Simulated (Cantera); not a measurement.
An isothermal, constant-pressure homogeneous reactor starts with 0.107 % CO, 3.04 % O2, 7.34 % H2O, 89.5 % N2, at 1198 K and 23000 Pa.

Model: GRI-Mech 3.0 (53 species, 325 reactions), integrated in Cantera.

x: mole fraction; the columns are a selection and need not sum to one.

```json
[
 {"t (s)": "1.00e-5", "x CO": "0.00107", "x O2": "0.0304", "x H2O": "0.0734", "x OH": "2.10e-12", "x H": "<1e-12"},
 {"t (s)": "2.61e-5", "x CO": "0.00107", "x O2": "0.0304", "x H2O": "0.0734", "x OH": "5.87e-12", "x H": "<1e-12"},
 {"t (s)": "6.81e-5", "x CO": "0.00107", "x O2": "0.0304", "x H2O": "0.0734", "x OH": "1.78e-11", "x H": "<1e-12"},
 {"t (s)": "0.000178", "x CO": "0.00107", "x O2": "0.0304", "x H2O": "0.0734", "x OH": "6.13e-11", "x H": "1.63e-12"},
 {"t (s)": "0.000464", "x CO": "0.00107", "x O2": "0.0304", "x H2O": "0.0734", "x OH": "2.40e-10", "x H": "8.30e-12"},
 {"t (s)": "0.00121", "x CO": "0.00107", "x O2": "0.0304", "x H2O": "0.0734", "x OH": "1.04e-9", "x H": "4.01e-11"},
 {"t (s)": "0.00316", "x CO": "0.00107", "x O2": "0.0304", "x H2O": "0.0734", "x OH": "7.12e-9", "x H": "2.82e-10"},
 {"t (s)": "0.00825", "x CO": "0.00107", "x O2": "0.0304", "x H2O": "0.0734", "x OH": "3.07e-7", "x H": "1.22e-8"},
 {"t (s)": "0.0215", "x CO": "0.000679", "x O2": "0.0302", "x H2O": "0.0732", "x OH": "0.000160", "x H": "2.04e-5"},
 {"t (s)": "0.0562", "x CO": "4.73e-5", "x O2": "0.0299", "x H2O": "0.0734", "x OH": "7.42e-5", "x H": "1.68e-6"},
 {"t (s)": "0.147", "x CO": "___", "x O2": "0.0299", "x H2O": "0.0734", "x OH": "___", "x H": "___"},
 {"t (s)": "0.383", "x CO": "2.96e-7", "x O2": "0.0299", "x H2O": "0.0734", "x OH": "1.22e-5", "x H": "6.64e-9"},
 {"t (s)": "1.00", "x CO": "___", "x O2": "0.0299", "x H2O": "0.0734", "x OH": "___", "x H": "9.12e-10"}
]
```

Task: Fill in the missing entries.

Result: 
- 0.147, x CO: 4.03e-6
- 0.147, x OH: 2.74e-5
- 0.147, x H: 7.84e-8
- 1.00, x CO: 1.26e-8
- 1.00, x OH: 6.37e-6
